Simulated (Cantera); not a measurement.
Transport properties of process gases

Gas mixture: C2H4 = 0.88 (molar parts), at 0.132 atm, frozen composition.

Cantera's kinetic-theory transport with the Lennard-Jones parameters of GRI-Mech 3.0, ideal gas; thermal conductivity in the multicomponent form. The composition is frozen, though it would react at the higher temperatures.

| T (K) | ρ (kg/m³) | cp (J/kg/K) | μ (µPa s) | λ (mW/m/K) | Pr | D (cm²/s) CH3 | D (cm²/s) CH4 | D (cm²/s) NO |
|---|---|---|---|---|---|---|---|---|
| 400 | 0.112 | 1877 | 13.3 | 33.5 | 0.748 | 2.22 | 2.21 | 2.04 |
| 650 | 0.0692 | 2664 | 20.4 | 72.4 | 0.750 | 5.32 | 5.29 | 4.80 |
| 900 | 0.0500 | 3167 | 26.3 | 111 | 0.749 | 9.36 | 9.31 | 8.39 |
| 1150 | 0.0391 | 3563 | 31.5 | 150 | 0.748 | 14.2 | 14.1 | 12.7 |
| 1400 | 0.0321 | 3836 | 36.2 | 186 | 0.746 | 19.8 | 19.7 | 17.7 |
| 1650 | 0.0273 | 4034 | 40.5 | 219 | 0.745 | 26.1 | 26.0 | 23.2 |
| 1900 | 0.0237 | 4178 | 44.5 | 250 | 0.744 | 33.1 | 32.9 | 29.4 |
| 2150 | 0.0209 | 4282 | 48.3 | 279 | 0.742 | 40.6 | 40.4 | 36.1 |
D: mixture-averaged diffusion coefficient of that species in the mixture.
